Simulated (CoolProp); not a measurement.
Sulfur hexafluoride along the isobar 5.31 MPa: Z from the reference equation and from simpler models built on Tc = 318.7 K, pc = 3.755 MPa, ω = 0.210; each cubic takes its own stable root.

Computed with CoolProp (reference Helmholtz-energy equation of state, Guder 2009).

| T (K) | phase | reference | van der Waals | Redlich-Kwong | Soave-Redlich-Kwong | Peng-Robinson |
|---|---|---|---|---|---|---|
| 313.2 | liquid | 0.2316 | 0.3288 | 0.2659 | 0.2633 | 0.2363 |
| 321.5 | supercritical | 0.2479 | 0.3396 | 0.2862 | 0.2883 | 0.2609 |
| 329.8 | supercritical | 0.2858 | 0.3569 | 0.3213 | 0.3358 | 0.3089 |
| 338 | supercritical | 0.3897 | 0.3857 | 0.3868 | 0.4270 | 0.4000 |
| 346.3 | supercritical | 0.5022 | 0.4364 | 0.4761 | 0.5236 | 0.4935 |
| 354.6 | supercritical | 0.5773 | 0.5042 | 0.5479 | 0.5934 | 0.5617 |
| 362.8 | supercritical | 0.6314 | 0.5631 | 0.6011 | 0.6453 | 0.6130 |
| 371.1 | supercritical | 0.6744 | 0.6099 | 0.6436 | 0.6873 | 0.6548 |
| 379.4 | supercritical | 0.7096 | 0.6473 | 0.6784 | 0.7219 | 0.6895 |
| 387.6 | supercritical | 0.7389 | 0.6779 | 0.7074 | 0.7509 | 0.7188 |
| 395.9 | supercritical | 0.7643 | 0.7042 | 0.7327 | 0.7763 | 0.7446 |
| 404.2 | supercritical | 0.7865 | 0.7270 | 0.7548 | 0.7985 | 0.7672 |
| 412.4 | supercritical | 0.8058 | 0.7467 | 0.7740 | 0.8178 | 0.7870 |
| 420.7 | supercritical | 0.8231 | 0.7645 | 0.7913 | 0.8352 | 0.8049 |
| 429 | supercritical | 0.8386 | 0.7804 | 0.8068 | 0.8508 | 0.8210 |
